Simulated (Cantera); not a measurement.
**SiH₂Cl₂ + H₂ + Cl₂ (silicon epitaxy and polysilicon growth)**

Input: 1 mol SiH₂Cl₂, 830 mol H₂, 0.049 mol Cl₂, held at 1280 Torr.

These are equilibrium values from Cantera (NASA tables, ideal gas, pure condensed phases), not measurements of a reactor. Candidate condensed phases: Si; 19 gas species. Gases not in the tables: Si₂H₆ and higher silanes. The numbers say what is thermodynamically allowed, not how fast it happens.

```csv
T (°C),log p H₂,log p HCl,log p H,log p SiH₂Cl₂,log p SiHCl₃,log p SiCl₂,log p SiH₂,n Si(s),n Si(l)
875,0.23,-2.40,-7.03,-4.32,-4.35,-4.69,-8.17,0.933,0
925,0.23,-2.39,-6.61,-4.55,-4.72,-4.63,-7.71,0.957,0
975,0.23,-2.38,-6.22,-4.78,-5.07,-4.59,-7.29,0.969,0
1025,0.23,-2.38,-5.86,-4.99,-5.40,-4.56,-6.90,0.974,0
1075,0.23,-2.38,-5.52,-5.19,-5.71,-4.53,-6.54,0.977,0
1125,0.23,-2.38,-5.21,-5.38,-6.01,-4.51,-6.21,0.978,0
1175,0.23,-2.38,-4.92,-5.55,-6.28,-4.49,-5.90,0.978,0
1225,0.23,-2.38,-4.65,-5.71,-6.53,-4.47,-5.61,0.978,0
1275,0.23,-2.38,-4.40,-5.86,-6.77,-4.46,-5.34,0.977,0
1325,0.23,-2.38,-4.16,-6.01,-6.99,-4.44,-5.08,0.974,0
1375,0.23,-2.38,-3.94,-6.14,-7.20,-4.43,-4.84,0.971,0
1425,0.23,-2.38,-3.73,-6.27,-7.40,-4.43,-4.63,0,0.966
```
log p: log10 of the partial pressure in bar; n: condensed amount in mol.

From 875 °C to 1375 °C the condensed part is Si(s). At 1425 °C the condensed part is Si(l). The main Si-bearing gas is SiH₂Cl₂ at 875 °C and SiCl₂ at 1425 °C.
